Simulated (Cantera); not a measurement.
Cantera run, input and output.

```python
import numpy as np
import cantera as ct

gas = ct.Solution("h2o2.yaml")
gas.TPX = 375, 37000, {'H2': 1, 'O2': 0.357, 'N2': 1.34}
flame = ct.FreeFlame(gas, width=0.08)
flame.set_refine_criteria(ratio=3, slope=0.08, curve=0.16)
flame.transport_model = "unity-Lewis-number"
flame.solve(loglevel=0, auto=True)
z, T = flame.grid, flame.T
thick = (T[-1] - T[0]) / np.gradient(T, z).max()
show = ['H2', 'O2', 'H', 'OH', 'H2O2', 'O']
print(f"laminar burning velocity  {flame.velocity[0] * 100:.3f} cm/s")
print(f"burnt temperature         {T[-1]:.1f} K")
print(f"thermal thickness         {thick * 1e3:.4f} mm")
print(f"grid points               {len(z)}")
z0 = z[flame.heat_release_rate.argmax()]
print(f"{'z/mm':>9s}{'T/K':>9s}{'u/(m/s)':>9s}" + "".join(f"{s:>11s}" for s in show))
rows = []
for k in (-3, -2, -1.5, -1, -0.5, -0.25, 0, 0.25, 0.5, 1, 2, 4, 8):
    zz = z0 + k * thick
    rows.append([k * thick, np.interp(zz, z, T), np.interp(zz, z, flame.velocity),
                 *(np.interp(zz, z, flame.X[gas.species_index(s)]) for s in show)])
    print(f"{rows[-1][0] * 1e3:9.3f}{rows[-1][1]:9.1f}{rows[-1][2]:9.3f}" + "".join(f"{x:11.3e}" for x in rows[-1][3:]))
```

It prints:

```
laminar burning velocity  231.522 cm/s
burnt temperature         2316.3 K
thermal thickness         1.1416 mm
grid points               117
     z/mm      T/K  u/(m/s)         H2         O2          H         OH       H2O2          O
   -3.425    375.0    2.315  3.708e-01  1.324e-01  1.465e-14  3.059e-14  4.215e-11  6.551e-12
   -2.283    375.0    2.315  3.708e-01  1.324e-01  6.328e-13  1.331e-12  1.474e-09  2.805e-10
   -1.712    375.0    2.315  3.708e-01  1.324e-01  5.239e-12  1.139e-11  1.084e-08  2.226e-09
   -1.142    375.6    2.319  3.707e-01  1.323e-01  2.373e-10  6.984e-10  1.767e-07  4.187e-08
   -0.571    414.3    2.552  3.668e-01  1.302e-01  9.306e-06  1.129e-05  8.094e-06  5.787e-06
   -0.285    698.3    4.227  3.306e-01  1.121e-01  4.847e-03  4.394e-04  9.920e-06  2.705e-04
    0.000   1158.0    6.818  2.051e-01  5.804e-02  5.440e-02  2.242e-03  1.120e-06  3.855e-03
    0.285   1429.4    8.272  1.104e-01  1.725e-02  9.432e-02  6.189e-03  1.083e-06  6.866e-03
    0.571   1559.4    8.936  9.798e-02  9.067e-03  9.060e-02  8.290e-03  8.413e-07  6.751e-03
    1.142   1701.4    9.639  1.022e-01  6.592e-03  7.448e-02  9.801e-03  4.916e-07  5.739e-03
    2.283   1851.0   10.358  1.074e-01  4.707e-03  5.708e-02  1.053e-02  2.469e-07  4.272e-03
    4.567   1991.3   11.014  1.114e-01  2.986e-03  4.153e-02  1.012e-02  1.248e-07  2.767e-03
    9.133   2112.0   11.565  1.144e-01  1.638e-03  2.855e-02  8.624e-03  6.619e-08  1.532e-03
```

Cantera simulation using the H2/O2 subset of GRI-Mech 3.0, which has no nitrogen chemistry; the numbers are that mechanism's predictions, not measurements. Unity Lewis numbers drop preferential diffusion, which matters most where H2 and H carry the flame. Burning velocities carry a grid error of a few per cent, more on coarse grids.
